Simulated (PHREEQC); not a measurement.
Solution A (0.026 mol FeCl3, 0.00023 mol CuCl2, 0.075 mol H2SO4 and 0.00011 mol Na2SO4 per kg of water) is mixed with solution B (0.00099 mol/kgw Na2SO4, 0.0092 mol/kgw KCl and 5.1e-05 mol/kgw KBr) at 25 °C; shares are by mass of water, 1 kg in all. O2 is buffered at 0.21 atm. The system is closed to CO2. Solids allowed: Fe(OH)3(a), Tenorite, Brochantite, Antlerite, Atacamite, Jarosite-K, Jarosite-Na, Halite, Mirabilite, Chalcanthite. Others were left out.

Equilibrium calculation in PHREEQC: ion-association model, wateq4f.dat.

Question: Predict pH, Jarosite-K (mol) at share of solution B = 0.15, 0.8.

Answer: 
```json
[
 {"share of solution B": "0.15", "pH": "1.14", "Jarosite-K (mol)": "0"},
 {"share of solution B": "0.8", "pH": "1.68", "Jarosite-K (mol)": "0.000100"}
]
```
